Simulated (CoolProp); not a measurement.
Model: reference Helmholtz-energy equation of state, Zhou 2011, in CoolProp.

Task: For dimethyl carbonate, give the phase and the cv (kJ/(kg K)), Joule-Thomson coefficient (K/MPa), isothermal compressibility (1/MPa), fugacity coefficient at 410.1 K and 3.07 MPa; 410.1 K and 9.2 MPa; 410.1 K and 43 MPa.

Result: 
- 410.1 K and 3.07 MPa: liquid; cv 1.53, Joule-Thomson coefficient -0.162, isothermal compressibility 0.00238, fugacity coefficient 0.121
- 410.1 K and 9.2 MPa: liquid; cv 1.54, Joule-Thomson coefficient -0.191, isothermal compressibility 0.00208, fugacity coefficient 0.0483
- 410.1 K and 43 MPa: liquid; cv 1.55, Joule-Thomson coefficient -0.274, isothermal compressibility 0.00127, fugacity coefficient 0.0265
